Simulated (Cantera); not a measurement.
A closed system holds: 1 mol Cu2O, 1.3 mol H2, 11 mol N2, equilibrated at 20.0 mbar.

These are equilibrium values from Cantera (NASA tables, ideal gas, pure condensed phases), not measurements of a reactor. Candidate condensed phases: Cu, CuO, Cu(OH)2, Cu2O, H2O; 27 gas species. Equilibrium is a limit: real reactors are often held back by kinetics, nucleation or transport.

x: gas mole fraction; n: condensed amount in mol.

| T (°C) | x N2 | x Cu | x H2O | x H2 | x H | x OH | n Cu(s) | n Cu(l) |
|---|---|---|---|---|---|---|---|---|
| 475 | 0.894 | <1e-12 | 0.0813 | 0.0244 | <1e-12 | <1e-12 | 2.00 | 0 |
| 575 | 0.894 | <1e-12 | 0.0813 | 0.0244 | (withheld) | <1e-12 | 2.00 | 0 |
| 675 | 0.894 | 8.63e-11 | 0.0813 | 0.0244 | (withheld) | 2.79e-12 | 2.00 | 0 |
| 775 | 0.894 | 4.89e-9 | 0.0813 | 0.0244 | (withheld) | 8.96e-11 | 2.00 | 0 |
| 875 | 0.894 | 1.36e-7 | 0.0813 | 0.0244 | (withheld) | 1.58e-9 | 2.00 | 0 |
| 975 | 0.894 | 2.20e-6 | 0.0813 | 0.0244 | (withheld) | 1.76e-8 | 2.00 | 0 |
| 1075 | 0.894 | 2.34e-5 | 0.0813 | 0.0244 | (withheld) | 1.37e-7 | 2.00 | 0 |
| 1175 | 0.894 | 0.000166 | 0.0813 | 0.0244 | (withheld) | 8.08e-7 | 0 | 2.00 |
| 1275 | 0.893 | 0.000899 | 0.0812 | 0.0244 | (withheld) | 3.79e-6 | 0 | 1.99 |
| 1375 | 0.891 | 0.00395 | 0.0810 | 0.0243 | (withheld) | 1.47e-5 | 0 | 1.95 |
| 1475 | 0.881 | 0.0146 | 0.0800 | 0.0239 | (withheld) | 4.88e-5 | 0 | 1.82 |
| 1575 | 0.852 | 0.0465 | 0.0773 | 0.0231 | (withheld) | 0.000140 | 0 | 1.40 |
| 1675 | 0.776 | 0.131 | 0.0701 | 0.0209 | (withheld) | 0.000350 | 0 | 0.130 |
| 1775 | 0.768 | 0.139 | 0.0686 | 0.0207 | (withheld) | 0.000822 | 0 | 0 |

Task: Some entries are withheld; supply them.

Result: 
- 575, x H: 2.10e-11
- 675, x H: 5.79e-10
- 775, x H: 8.53e-9
- 875, x H: 7.91e-8
- 975, x H: 5.16e-7
- 1075, x H: 2.55e-6
- 1175, x H: 1.02e-5
- 1275, x H: 3.40e-5
- 1375, x H: 9.81e-5
- 1475, x H: 0.000250
- 1575, x H: 0.000569
- 1675, x H: 0.00115
- 1775, x H: 0.00228
